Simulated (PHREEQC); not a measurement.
Consider water at 20 °C with 4 mmol/kgw ZnSO4, 82 mmol/kgw Na2SO4 and 2.45 mmol/kgw FeSO4. Closed to the air; pH follows from the charge balance.

Model: ion-association model, wateq4f.dat, run in PHREEQC.

```json
{
  "pH": "6.41",
  "ionic_strength": "0.228 mol/kgw"
}
```

```json
[
 {"species": "Na+", "molality": "0.150", "activity": "0.111", "log γ": "-0.131"},
 {"species": "SO4-2", "molality": "0.0694", "activity": "0.0195", "log γ": "-0.551"},
 {"species": "NaSO4-", "molality": "0.0142", "activity": "0.0105", "log γ": "-0.131"},
 {"species": "ZnSO4", "molality": "0.00172", "activity": "0.00181", "log γ": "0.023"},
 {"species": "Zn+2", "molality": "0.00130", "activity": "0.000412", "log γ": "-0.498"},
 {"species": "Fe+2", "molality": "0.00125", "activity": "0.000398", "log γ": "-0.498"},
 {"species": "FeSO4", "molality": "0.00120", "activity": "0.00126", "log γ": "0.023"},
 {"species": "Zn(SO4)2-2", "molality": "0.000980", "activity": "0.000299", "log γ": "-0.515"},
 {"species": "ZnOH+", "molality": "1.05e-6", "activity": "7.77e-7", "log γ": "-0.129"},
 {"species": "HSO4-", "molality": "9.31e-7", "activity": "6.72e-7", "log γ": "-0.142"},
 {"species": "H+", "molality": "4.96e-7", "activity": "3.94e-7", "log γ": "-0.100"},
 {"species": "FeOH+", "molality": "2.98e-7", "activity": "2.18e-7", "log γ": "-0.135"},
 {"species": "Zn(OH)2", "molality": "3.15e-8", "activity": "3.32e-8", "log γ": "0.023"}
]
```

This is a speciation only: nothing precipitates in the calculation. Species that the database lacks are ignored.
